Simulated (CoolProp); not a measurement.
The numbers come from the reference Helmholtz-energy equation of state, Zhou 2011 in CoolProp.

Task: For dimethyl carbonate, give the phase and the cv (kJ/(kg K)), speed of sound (m/s), fugacity coefficient at 600 K and 31200 kPa; 600 K and 44600 kPa.

Result: 
- 600 K and 31200 kPa: supercritical; cv 1.86, speed of sound 531, fugacity coefficient 0.307
- 600 K and 44600 kPa: supercritical; cv 1.87, speed of sound 638, fugacity coefficient 0.298
